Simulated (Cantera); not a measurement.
An isothermal, constant-pressure homogeneous reactor starts with 8.72 % H₂, 58.1 % O₂, 33.1 % N₂, equivalence ratio 0.075, at 1300 K and 0.0263 atm.

Cantera simulation using the H2/O2 subset of GRI-Mech 3.0, which has no nitrogen chemistry; the numbers are that mechanism's predictions, not measurements. Radical loss at walls, strong at low pressure, is not modelled. The temperature is held fixed by assumption; the heat of reaction is taken as removed at once.

One state of this run: x H₂ = 1.45e-6; x O₂ = 0.562; x H = 1.79e-7; x OH = 0.000149; x O = 1.80e-5. x: mole fraction; the columns are a selection and need not sum to one.

Task: Which value of t (s) does it belong to?
A. 0.0622
B. 0.000353
C. 0.826
D. 11.0

Result: C, 0.826
